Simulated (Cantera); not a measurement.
Cantera run, input and output.

```python
import numpy as np
import cantera as ct

gas = ct.Solution("gri30.yaml")
gas.TPX = 450, 1700000, {'CH4': 1, 'C2H6': 0.16, 'C3H8': 0.038, 'O2': 3.02, 'N2': 11.4}
inlet = ct.Reservoir(gas, clone=True)
gas.equilibrate("HP")  # start burning
reactor = ct.IdealGasConstPressureReactor(gas, energy="on", clone=False)
exhaust = ct.Reservoir(gas, clone=True)
tau = [0.052, 0.022, 0.0092, 0.0038, 0.0016, 0.00067, 0.00028, 0.00012, 4.9e-05, 2.1e-05, 8.6e-06, 3.6e-06][0]
for a, b in ((inlet, reactor), (reactor, exhaust)):
    ct.MassFlowController(a, b, mdot=lambda t: reactor.mass / tau)
net = ct.ReactorNet([reactor])
show = ['CH4', 'C2H6', 'C3H8', 'CH2O', 'HCO']

rows = []
print(f"{'tau/s':>10s}{'T/K':>9s}" + "".join(f"{s:>11s}" for s in show))
for tau in [0.052, 0.022, 0.0092, 0.0038, 0.0016, 0.00067, 0.00028, 0.00012, 4.9e-05, 2.1e-05, 8.6e-06, 3.6e-06]:
    net.initial_time = 0.0
    net.advance(30 * tau)
    before = gas.X
    net.advance(40 * tau)
    drift = np.max(np.abs(gas.X - before) / (gas.X + 1e-9))
    rows.append([gas.T, *gas[show].X, drift])
    print(f"{tau:10.3e}{gas.T:9.1f}" + "".join(f"{x:11.3e}" for x in gas[show].X))
```

Result:

```
     tau/s      T/K        CH4       C2H6       C3H8       CH2O        HCO
 5.200e-02   2279.7  6.306e-07  1.136e-08  3.047e-09  1.237e-07  2.925e-09
 2.200e-02   2280.5  1.452e-06  2.648e-08  7.108e-09  2.880e-07  6.529e-09
 9.200e-03   2280.1  3.340e-06  6.237e-08  1.672e-08  6.699e-07  1.525e-08
 3.800e-03   2277.2  7.578e-06  1.481e-07  3.949e-08  1.537e-06  3.659e-08
 1.600e-03   2270.1  1.617e-05  3.418e-07  9.004e-08  3.319e-06  8.654e-08
 6.700e-04   2256.4  3.295e-05  7.804e-07  2.010e-07  6.814e-06  2.062e-07
 2.800e-04   2233.4  6.503e-05  1.758e-06  4.370e-07  1.336e-05  4.936e-07
 1.200e-04   2199.2  1.268e-04  3.862e-06  9.157e-07  2.527e-05  1.156e-06
 4.900e-05   2144.2  2.768e-04  9.257e-06  2.062e-06  5.128e-05  2.861e-06
 2.100e-05   2050.0  7.719e-04  2.708e-05  5.543e-06  1.213e-04  6.798e-06
 8.600e-06    450.0  6.403e-02  1.024e-02  2.433e-03 -1.410e-16  1.462e-35
 3.600e-06    450.0  6.403e-02  1.024e-02  2.433e-03  1.441e-18  5.109e-37
```

Computed with Cantera and GRI-Mech 3.0 (53 species, 325 reactions). The pressure lies above the range GRI-Mech 3.0 was tuned for (to about 10 atm).
